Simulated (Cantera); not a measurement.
A perfectly stirred reactor is fed with H₂ : O₂ : N₂ = 1 : 0.357 : 1.34 (molar parts), at 0.830 bar; it is adiabatic with a 350 K inlet, and is followed from long to short residence time, starting on the burning branch (τ in s: 0.4, 0.2, 0.099, 0.049, 0.024, 0.012, 0.006, 0.003, 0.0015, 0.00074, 0.00037, 0.00018, 9.1e-05).

Cantera simulation using GRI-Mech 3.0 (53 species, 325 reactions); the numbers are that mechanism's predictions, not measurements.

Q: Predict: blow-out, bracketed by the residence times tried; x(H₂) at τ = 0.400 s; x(O₂) at τ = 0.400 s; x(H₂O) at τ = 0.400 s; x(O) at τ = 0.400 s; x(HO₂) at τ = 0.400 s; x(H₂) at τ = 6.00 ms; x(O₂) at τ = 6.00 ms; x(H₂O) at τ = 6.00 ms; x(O) at τ = 6.00 ms; x(HO₂) at τ = 6.00 ms.

A: 
| Item | Value |
|---|---|
| blow-out, bracketed by the residence times tried | burning at 91.0 µs, the shortest tried |
| x(H₂) at τ = 0.400 s | 0.121 |
| x(O₂) at τ = 0.400 s | 5.44e-5 |
| x(H₂O) at τ = 0.400 s | 0.302 |
| x(O) at τ = 0.400 s | 4.70e-5 |
| x(HO₂) at τ = 0.400 s | 3.04e-8 |
| x(H₂) at τ = 6.00 ms | 0.118 |
| x(O₂) at τ = 6.00 ms | 0.000627 |
| x(H₂O) at τ = 6.00 ms | 0.294 |
| x(O) at τ = 6.00 ms | 0.000485 |
| x(HO₂) at τ = 6.00 ms | 3.84e-7 |
